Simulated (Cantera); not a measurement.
An isothermal, constant-pressure homogeneous reactor starts with H2 : O2 : N2 = 0.035 : 1 : 0.54 (molar parts), equivalence ratio 0.018, at 1150 K and 1800 Pa.

Detailed kinetics in Cantera: GRI-Mech 3.0 (53 species, 325 reactions). Radical loss at walls, strong at low pressure, is not modelled.

x: mole fraction; the columns are a selection and need not sum to one.

```
t (s)         x H2   x O2      x NO     x N2O     x HO2     x NO2       x H
--------  --------  -----  --------  --------  --------  --------  --------
6.00e-5     0.0222  0.635    <1e-12    <1e-12  3.92e-10    <1e-12  2.73e-10
0.000235    0.0222  0.635    <1e-12    <1e-12   1.54e-9    <1e-12  8.89e-10
0.000921    0.0222  0.635    <1e-12    <1e-12   6.31e-9    <1e-12         …
0.00361     0.0200  0.633  9.29e-12  1.40e-11   2.47e-6    <1e-12         …
0.0141    0.000238  0.620   5.00e-8   4.00e-9   2.43e-6  3.36e-12         …
0.0553    0.000103  0.626   1.10e-7   8.02e-9   1.82e-6  1.29e-11         …
0.217      1.63e-5  0.630   1.23e-7   1.07e-8   7.65e-7  4.52e-11         …
0.849      1.46e-6  0.631   1.24e-7   1.22e-8   1.58e-7  1.22e-10         …
3.33       1.49e-7  0.631   1.24e-7   1.27e-8   2.42e-8  1.58e-10         …
13.0       2.17e-8  0.631   1.25e-7   1.27e-8   4.66e-9  1.42e-10         …
51.1       4.21e-9  0.631   1.25e-7   1.17e-8   2.17e-9  2.00e-10  1.65e-10
200        1.21e-9  0.631   1.24e-7   8.45e-9   2.68e-9  4.87e-10  2.58e-11
```

Task: Fill in the missing entries.

Result: 
- 0.000921, x H: 1.56e-8
- 0.00361, x H: 0.000462
- 0.0141, x H: 0.00209
- 0.0553, x H: 0.000576
- 0.217, x H: 3.59e-5
- 0.849, x H: 9.91e-7
- 3.33, x H: 3.35e-8
- 13.0, x H: 1.91e-9
